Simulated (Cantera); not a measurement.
Mixture: CO : H₂ : CH₄ : O₂ : N₂ : H₂O = 1 : 0.43 : 0.062 : 0.856 : 3.22 : 0.16 (molar parts), at 24.0 bar, adiabatic and at constant volume. Ignition delay is the time to a rise of 400 K.

Detailed kinetics in Cantera: GRI-Mech 3.0 (53 species, 325 reactions). The pressure lies above the range GRI-Mech 3.0 was tuned for (to about 10 atm). Where the delays flatten at high temperature, the 400 K rule measures the pace of heat release, not the induction time.

Q: Predict: delay at 1300 K; delay at 1500 K; delay at 1700 K; delay at 1900 K; delay at 2100 K.

A: 
```json
{
  "delay at 1300 K": "18.5 µs",
  "delay at 1500 K": "2.22 µs",
  "delay at 1700 K": "0.782 µs",
  "delay at 1900 K": "0.434 µs",
  "delay at 2100 K": "0.298 µs"
}
```
